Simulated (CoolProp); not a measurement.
Vapour-liquid equilibrium of isohexane (1) + n-hexane (2) at -42.95 °C; x and y are mole fractions of (1).

Model: multi-fluid Helmholtz-energy mixture model, Lemmon 2006 and Thol 2019; pair parameters Bell 2016, in CoolProp.

```tsv
x	bubble pressure, mixture model (MPa)	bubble pressure, Raoult's law (MPa)	y, mixture model	y, Raoult's law
0.05	0.0003732	0.0003718	0.086	0.082
0.2	0.0004149	0.0004099	0.307	0.299
0.35	0.0004552	0.0004480	0.485	0.479
0.5	0.0004941	0.0004861	0.632	0.631
0.65	0.0005314	0.0005243	0.758	0.760
0.8	0.0005672	0.0005624	0.868	0.872
0.95	0.0006019	0.0006005	0.968	0.970
```

The largest gap from Raoult's law is +1.6 % in bubble pressure, at x = 0.5. No azeotrope shows between x = 0.05 and 0.95.

The pair parameters rest on a limited set of measurements; away from them the model extrapolates.
